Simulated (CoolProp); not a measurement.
Model: reference Helmholtz-energy equation of state, Penoncello 2003, in CoolProp.

Problem. For CHF3 (R23), give the phase and the density (kg/m³), Joule-Thomson coefficient (K/MPa), isothermal compressibility (1/MPa), Prandtl number at 326.3 K and 6.61 MPa.

Solution. 
- 326.3 K and 6.61 MPa: supercritical; density 328, Joule-Thomson coefficient 8.22, isothermal compressibility 0.337, Prandtl number 1.82

Viscosity comes from a separate model (Shan 2000). Thermal conductivity comes from a separate model (Shan 2000).
